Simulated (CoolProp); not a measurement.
The numbers come from the reference Helmholtz-energy equation of state, Wu 2012 in CoolProp.

Problem. Give the vapour pressure (MPa), vapour density (kg/m³), liquid cp (kJ/(kg K)), surface tension (mN/m) of saturated fluoroethane (R161) at 266.9, 275.8 K.

Solution. 
```csv
T (K),p (MPa),vapour density (kg/m³),liquid cp (kJ/(kg K)),surface tension (mN/m)
266.9,0.354,8.36,2.09,13.6
275.8,0.476,11.1,2.14,12.3
```

Surface tension comes from a separate correlation (Mulero 2012).
